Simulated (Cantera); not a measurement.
Thermodynamics of carbon deposition, reforming and gasification, feed C3H6 + CO2 + N2

A closed system holds: 1 mol C3H6, 0.081 mol CO2, 19 mol N2, held at 0.100 bar.

Equilibrium computed with Cantera from the NASA thermochemical tables; the gas is ideal and each condensed phase is pure. Candidate condensed phases: C, C6H6, C7H8, C8H18, H2O; 136 gas species. The numbers say what is thermodynamically allowed, not how fast it happens.

```csv
T (K),log p N2,log p H2,log p H,log p HCN,log p CN,n C(graphite)
1973,-1.07,-1.88,-3.81,-3.35,-6.94,2.81
2123,-1.07,-1.89,-3.39,-3.11,-6.13,2.73
2273,-1.07,-1.91,-3.03,-2.91,-5.42,2.60
2423,-1.08,-1.94,-2.72,-2.75,-4.81,2.43
2573,-1.08,-2.00,-2.46,-2.61,-4.27,2.21
2723,-1.09,-2.08,-2.25,-2.51,-3.79,1.95
2873,-1.10,-2.20,-2.08,-2.45,-3.37,1.61
3023,-1.11,-2.36,-1.95,-2.42,-2.99,1.01
```
log p: log10 of the partial pressure in bar; n: condensed amount in mol.

From 1973 K to 3023 K the condensed part is C(graphite). The main C-bearing gas is CO at 1973 K and HCN at 3023 K. The share of C in condensed phases is highest at 1973 K (91.2 %) and lowest at 3023 K (32.9 %).
